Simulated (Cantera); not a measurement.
Mixture: 11.2 % CH4, 18.7 % O2, 70.1 % N2, at 28500 Torr, adiabatic and at constant pressure. Ignition delay is the time to a rise of 400 K.

Model: GRI-Mech 3.0 (53 species, 325 reactions), integrated in Cantera. The pressure lies above the range GRI-Mech 3.0 was tuned for (to about 10 atm).

### Question
Predict: delay at 1098 K; delay at 1298 K; delay at 1498 K; delay at 1698 K; apparent activation energy between 1598 and 1798 K.

### Answer
```json
{
 "delay at 1098 K": "4.39 ms",
 "delay at 1298 K": "0.382 ms",
 "delay at 1498 K": "58.4 µs",
 "delay at 1698 K": "11.8 µs",
 "apparent activation energy between 1598 and 1798 K": "180 kJ/mol"
}
```
